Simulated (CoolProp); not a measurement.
Properties of propylene glycol along the isotherm 620 K.

Computed with CoolProp (reference Helmholtz-energy equation of state, Eisenbach 2021).

```json
[
 {"p (MPa)": "0.841", "phase": "gas", "cp (kJ/(kg K))": "3.061", "isothermal compressibility (1/MPa)": "1.262", "expansivity (1/kK)": "2.017"},
 {"p (MPa)": "1.68", "phase": "gas", "cp (kJ/(kg K))": "3.161", "isothermal compressibility (1/MPa)": "0.6839", "expansivity (1/kK)": "2.617"},
 {"p (MPa)": "2.52", "phase": "gas", "cp (kJ/(kg K))": "3.326", "isothermal compressibility (1/MPa)": "0.5124", "expansivity (1/kK)": "3.626"},
 {"p (MPa)": "3.37", "phase": "liquid", "cp (kJ/(kg K))": "4.746", "isothermal compressibility (1/MPa)": "0.009160", "expansivity (1/kK)": "3.792"},
 {"p (MPa)": "4.21", "phase": "liquid", "cp (kJ/(kg K))": "4.678", "isothermal compressibility (1/MPa)": "0.008452", "expansivity (1/kK)": "3.578"},
 {"p (MPa)": "5.05", "phase": "liquid", "cp (kJ/(kg K))": "4.621", "isothermal compressibility (1/MPa)": "0.007856", "expansivity (1/kK)": "3.396"},
 {"p (MPa)": "5.89", "phase": "liquid", "cp (kJ/(kg K))": "4.570", "isothermal compressibility (1/MPa)": "0.007348", "expansivity (1/kK)": "3.238"},
 {"p (MPa)": "6.73", "phase": "liquid", "cp (kJ/(kg K))": "4.526", "isothermal compressibility (1/MPa)": "0.006908", "expansivity (1/kK)": "3.100"},
 {"p (MPa)": "7.57", "phase": "liquid", "cp (kJ/(kg K))": "4.486", "isothermal compressibility (1/MPa)": "0.006522", "expansivity (1/kK)": "2.978"},
 {"p (MPa)": "8.41", "phase": "liquid", "cp (kJ/(kg K))": "4.451", "isothermal compressibility (1/MPa)": "0.006182", "expansivity (1/kK)": "2.869"},
 {"p (MPa)": "9.25", "phase": "liquid", "cp (kJ/(kg K))": "4.419", "isothermal compressibility (1/MPa)": "0.005879", "expansivity (1/kK)": "2.771"},
 {"p (MPa)": "10.1", "phase": "liquid", "cp (kJ/(kg K))": "4.389", "isothermal compressibility (1/MPa)": "0.005604", "expansivity (1/kK)": "2.681"},
 {"p (MPa)": "10.9", "phase": "liquid", "cp (kJ/(kg K))": "4.364", "isothermal compressibility (1/MPa)": "0.005370", "expansivity (1/kK)": "2.604"}
]
```
